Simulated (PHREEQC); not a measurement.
Dissolve 0.24 mol/kgw Cu(NO3)2 at 25 °C. Closed to the air; pH follows from the charge balance.

Equilibrium calculation in PHREEQC: ion-association model, wateq4f.dat.

```json
[
 {"quantity": "pH", "before": "4.06", "after": "4.33"},
 {"quantity": "Cu2(OH)2+2 (mol/kgw)", "before": "5.23e-5", "after": "2.15e-5"},
 {"quantity": "CuOH+ (mol/kgw)", "before": "9.89e-6", "after": "1.85e-5"},
 {"quantity": "Cu(OH)2 (mol/kgw)", "before": "1.25e-7", "after": "4.32e-7"},
 {"quantity": "SI of Cu2(OH)3NO3 (Cu2(OH)3NO3)", "before": "-0.15", "after": "-0.25"},
 {"quantity": "SI of Tenorite (CuO)", "before": "-0.77", "after": "-1.03"}
]
```

Name the change that produced these shifts.
A) 0.015 mol/kgw CaSO4 added
B) temperature from 25 to 5 °C
C) 0.013 mol/kgw FeCl3 added
D) diluted 100-fold with water

B, temperature from 25 to 5 °C

This is a speciation only: nothing precipitates in the calculation. The ionic strength passes 0.7 mol/kgw, the rough limit of the ion-association models, in every such run. Away from 25 °C the constants follow the database's enthalpies or fits; those with neither stay at their 25 °C values.
